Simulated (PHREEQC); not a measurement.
Phosphoric acid bath (model solution)

Dissolve 0.023 mol KH2PO4 and 0.029 mol HF per kg of water at 45 °C. Closed to the air; pH follows from the charge balance.

The numbers come from PHREEQC with the ion-association model, phreeqc.dat.

This is a speciation only: nothing precipitates in the calculation.

**Question.** What pH, ionic strength, specific conductance does the model give?

**Answer.** pH 2.75; ionic strength 0.0250 mol/kgw; specific conductance 4460 µS/cm.

**Question.** In which forms is P present?

**Answer.** H2PO4- 78 %, H3PO4 22 % of the P.

At this temperature some constants are extrapolated from 25 °C, and those without enthalpy data are left unchanged.
